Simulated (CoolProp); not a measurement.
CH3F (R41) at 298.15 K and 20.6 MPa is throttled through a valve to 8.2 MPa with no heat exchange. Each further row changes one setting.

The numbers come from the reference Helmholtz-energy equation of state, Lemmon 2006 in CoolProp. It is a short technical equation, of lower accuracy than the large ones.

```csv
case,temperature change (K),final phase,final density (kg/m³)
as stated,-2.8,liquid,634
outlet pressure 2.46 MPa,-17.9,"two-phase, vapour fraction 0.111",289
outlet pressure 10.7 MPa,-1.8,liquid,647
```
